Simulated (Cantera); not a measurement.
A freely propagating, adiabatic, planar premixed flame of H₂ : O₂ : N₂ = 1 : 0.704 : 2.65 (molar parts), unburnt at 400 K and 10000 Pa; mixture-averaged transport, grid criteria slope 0.08 and curve 0.16, no radiation.

Detailed kinetics in Cantera: the H2/O2 subset of GRI-Mech 3.0, which has no nitrogen chemistry. Burning velocities carry a grid error of a few per cent, more on coarse grids.

Question: Predict: laminar burning velocity; thermal thickness; peak x(OH); peak x(O); peak x(H₂O₂).

Answer: 
```json
{
  "laminar_burning_velocity": "220 cm/s",
  "thermal_thickness": "7.94 mm",
  "peak x(OH)": "0.0127",
  "peak x(O)": "0.0143",
  "peak x(H₂O₂)": "1.36e-5"
}
```
